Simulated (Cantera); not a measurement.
Input: 1 mol trisilylamine, 5.9 mol NH3, equilibrated at 1573 K and 10.0 mbar.

These are equilibrium values from Cantera (NASA tables, ideal gas, pure condensed phases), not measurements of a reactor. Candidate condensed phases: Si, Si3N4; 18 gas species. The feed counts by its element totals alone. Equilibrium is a limit: real reactors are often held back by kinetics, nucleation or transport.

Base state: H2 0.902, N2 0.0980, H 0.000386 (mole fractions); condensed: Si3N4(s).

Question: What changes in the equilibrium state with this change: temperature from 1573 K to 2098.15 K?

Answer: 
```csv
species,before,after
H2,0.902,0.759
N2,0.0980,0.200
H,0.000386,0.0268
Si,1.82e-6,0.0131
Si2,1.26e-9,0.000170
Si3,<1e-9,3.47e-5
Si2N,2.93e-8,0.000146
SiN,5.43e-8,0.000122
SiH,4.16e-7,0.000621
"Si3N4(s), mol",1.000,0
"Si(l), mol",0,2.75
```
The tables' values for SiN are old estimates; treat these amounts as uncertain. Gases not in the tables: Si2H6 and higher silanes.
